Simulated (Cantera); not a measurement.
# Diamond growth

A diamond (100) surface in a fixed gas of H2 with x(CH4) = 0.026, x(CH3) = 0.00076, at 1250 K, 150 Torr; coverages are run to steady state.

Detailed kinetics in Cantera: the Harris–Goodwin 1993 mechanism for the reconstructed diamond (100) surface.

| x(H) | growth (µm/h) | θ c6HH | θ c6H* | θ c6*H | θ c6** | θ c6HM |
|---|---|---|---|---|---|---|
| 0.0001 | 2.16 | 0.622 | 0.0278 | 0.323 | 0.00358 | 0.00843 |
| 0.0002 | 5.20 | 0.536 | 0.0338 | 0.394 | 0.00751 | 0.0109 |
| 0.00042 | 11.4 | 0.472 | 0.0381 | 0.444 | 0.0139 | 0.0131 |
| 0.00085 | 21.6 | 0.436 | 0.0404 | 0.470 | 0.0209 | 0.0145 |
| 0.0017 | 37.4 | 0.417 | 0.0416 | 0.484 | 0.0272 | 0.0147 |
| 0.0035 | 61.9 | 0.407 | 0.0425 | 0.493 | 0.0321 | 0.0133 |
| 0.0072 | 93.4 | 0.403 | 0.0431 | 0.499 | 0.0353 | 0.0105 |
| 0.015 | 127 | 0.402 | 0.0439 | 0.503 | 0.0372 | 0.00715 |
| 0.03 | 153 | 0.403 | 0.0448 | 0.506 | 0.0384 | 0.00441 |
θ: site fractions in the mechanism's names (c6HH fully hydrogenated, c6H* and c6*H radical sites, c6** diradical, c6HM methylated).
